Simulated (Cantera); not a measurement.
Charge: 1 mol B, 0.28 mol NH3, 1.8 mol N2, equilibrated at 1550 °C and 1.33 mbar.

Method: chemical equilibrium by Gibbs-energy minimisation in Cantera with the NASA 1993 tables (ideal gas, pure condensed phases). Candidate condensed phases: B, BN; 15 gas species. Equilibrium is a limit: real reactors are often held back by kinetics, nucleation or transport.

Base state: N2 0.772, H2 0.222, H 0.00560 (mole fractions); condensed: BN(s).

Problem. What changes in the equilibrium state with this change: temperature from 1550 °C to 1627 °C?

Solution. 
```json
[
 {"species": "N2", "before": "0.772", "after": "0.770"},
 {"species": "H2", "before": "0.222", "after": "0.220"},
 {"species": "H", "before": "0.00560", "after": "0.0102"},
 {"species": "BN(s), mol", "before": "1.000", "after": "1.000"}
]
```
